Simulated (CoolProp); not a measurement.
Vapour pressure (MPa) of hydrogen chloride: the reference equation beside estimates from Tc = 324.7 K, pc = 8.314 MPa, ω = 0.130.

The numbers come from the reference Helmholtz-energy equation of state, Thol 2018 in CoolProp.

| T (K) | reference | Lee-Kesler | Redlich-Kwong | Peng-Robinson |
|---|---|---|---|---|
| 179.3 | 0.05957 | 0.05549 | 0.06733 | 0.05812 |
| 187.4 | 0.09696 | 0.09187 | 0.1119 | 0.09505 |
| 195.4 | 0.1502 | 0.1444 | 0.1757 | 0.1478 |
| 203.5 | 0.2251 | 0.2192 | 0.2654 | 0.2224 |
| 211.5 | 0.3248 | 0.3196 | 0.3840 | 0.3221 |
| 219.6 | 0.4572 | 0.4539 | 0.5402 | 0.4549 |
| 227.6 | 0.6248 | 0.6245 | 0.7357 | 0.6236 |
| 235.6 | 0.8351 | 0.8389 | 0.9777 | 0.8358 |
| 243.7 | 1.098 | 1.107 | 1.276 | 1.102 |
| 251.7 | 1.413 | 1.428 | 1.628 | 1.422 |
| 259.8 | 1.797 | 1.818 | 2.048 | 1.811 |
| 267.8 | 2.246 | 2.273 | 2.531 | 2.268 |

Absolute difference from the reference over all 12 rows, mean and median: Lee-Kesler 2.1 and 1.2 %, Redlich-Kwong 16.1 and 16.6 %, Peng-Robinson 1.0 and 0.8 %.
